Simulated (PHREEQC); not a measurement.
Solution (8.6 °C): 0.12 mol Na2S and 0.00064 mol ZnCl2 per kg of water. Closed to the air; pH follows from the charge balance.

All values are PHREEQC results (ion-association model, phreeqc.dat), not measurements.

```
quantity                    before    after
------------------------  --------  -------
pH                           13.14    12.74
ionic strength (mol/kgw)     0.307   0.0543
HS- (mol/kgw)               0.0518   0.0175
Zn(HS)2 (mol/kgw)         0.000246  9.29e-5
Zn(HS)3- (mol/kgw)        0.000182  2.35e-5
Zn(OH)4-2 (mol/kgw)       0.000178  6.98e-6
SI of Halite (NaCl)          -5.36    -6.64
SI of Sphalerite (ZnS)       +8.04    +7.60
```

### Question
Name the change that produced these shifts.
A. Na2S from 0.12 to 0.18 mol/kgw
B. diluted 5-fold with water
C. diluted 2-fold with water
D. Na2S from 0.12 to 0.012 mol/kgw

### Answer
B, diluted 5-fold with water

No solid was allowed to form. Some of these states are supersaturated (in Sphalerite (slow to form), for instance). With this much S-2 the pH rests on the database's HS-/S-2 constant; if that pK is higher, the solution is more alkaline. Constants without temperature data keep their 25 °C values here. The database's pK near 12.9 for HS-/S-2 is now thought far too low, so its S-2 is overstated.
